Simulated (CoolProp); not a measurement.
The numbers come from the reference Helmholtz-energy equation of state, Akasaka 2022 in CoolProp.

Q: For R1233zd(E), give the phase and the Z, expansivity (1/kK), fugacity coefficient at 450 K and 2.07 MPa.

A: 
- 450 K and 2.07 MPa: gas; Z 0.784, expansivity 5.04, fugacity coefficient 0.818
